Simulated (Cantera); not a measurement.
A closed system holds: 1 mol SiH2Cl2, 0.021 mol Cl2, 220 mol N2, held at 752 °C and 133 Pa.

Method: chemical equilibrium by Gibbs-energy minimisation in Cantera with the NASA 1993 tables (ideal gas, pure condensed phases). Candidate condensed phases: NH4Cl, Si, Si3N4; 28 gas species. N2 is the only nitrogen source here; it is nearly inert below about 1500 K, so the nitride shown seldom forms there in practice. The numbers say what is thermodynamically allowed, not how fast it happens.

Base state: N2 0.991, HCl 0.00786, H2 0.000587, SiCl4 0.000335 (mole fractions); condensed: Si3N4(s).

What changes in the equilibrium state with this change: N2 from 220 to 82 mol?


```tsv
species	before	after
N2	0.991	0.977
HCl	0.00786	0.0199
H2	0.000587	0.00205
SiCl4	0.000335	0.00114
SiCl3	5.79e-6	1.45e-5
Si3N4(s), mol	0.308	0.301
```
The tables' values for SiCl3 are old estimates; treat these amounts as uncertain.
